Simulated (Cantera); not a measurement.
A perfectly stirred reactor is fed with NO : N₂ = 5.7 : 1 (molar parts), at 6100 Pa; it is held at 1650 K, and followed from long to short residence time.

Computed with Cantera and GRI-Mech 3.0 (53 species, 325 reactions).

x: mole fraction; the columns are a selection and need not sum to one.

| τ (s) | x NO | x O | x N₂ | x N₂O | x O₂ |
|---|---|---|---|---|---|
| 28 | 0.740 | 2.79e-5 | 0.204 | 0.000181 | 0.0550 |
| 12 | 0.797 | 2.12e-5 | 0.176 | 0.000214 | 0.0264 |
| 4.9 | 0.828 | 1.64e-5 | 0.161 | 0.000231 | 0.0113 |
| 2.1 | 0.841 | … | 0.154 | 0.000234 | … |
| 0.89 | 0.846 | 1.20e-5 | 0.151 | 0.000224 | 0.00198 |
| 0.38 | 0.849 | 1.09e-5 | 0.150 | 0.000197 | 0.000769 |
| 0.16 | 0.850 | 9.76e-6 | 0.150 | 0.000152 | 0.000265 |
| 0.067 | 0.850 | … | 0.149 | … | … |
| 0.028 | 0.851 | 6.72e-6 | 0.149 | 5.26e-5 | 1.69e-5 |
| 0.012 | 0.851 | 5.14e-6 | 0.149 | 2.55e-5 | 3.07e-6 |
| 0.0051 | 0.851 | 3.75e-6 | 0.149 | 1.15e-5 | 4.91e-7 |

Question: Fill in the missing entries.

Answer: 
- 2.1, x O: 1.36e-5
- 2.1, x O₂: 0.00485
- 0.067, x O: 8.36e-6
- 0.067, x N₂O: 9.77e-5
- 0.067, x O₂: 7.60e-5
